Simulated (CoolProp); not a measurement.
A simple Rankine cycle with water: condensing at 291.15 K, boiler at 13.8 MPa, turbine inlet 613.8 K, turbine efficiency 0.6, pump efficiency 0.8, no recuperator. Each further row changes one setting.

The numbers come from the reference Helmholtz-energy equation of state, Wagner 2002 in CoolProp.

```tsv
case	thermal efficiency (%)	net work (kJ/kg)	heat in (kJ/kg)	turbine exit temperature (K)	volume ratio over the turbine
as stated	24.8	645	2600	291.1	4140
turbine inlet 633.8 K	25.2	688	2740	291.1	3700
condensing temperature 283.15 K	25.4	670	2630	283.2	6750
boiler pressure 9.66 MPa	24.7	695	2810	291.1	2470
turbine efficiency 0.5	20.6	535	2600	291.1	4370
```

The expansion ends wet for: as stated; turbine inlet 633.8 K; condensing temperature 283.15 K; boiler pressure 9.66 MPa; turbine efficiency 0.5.
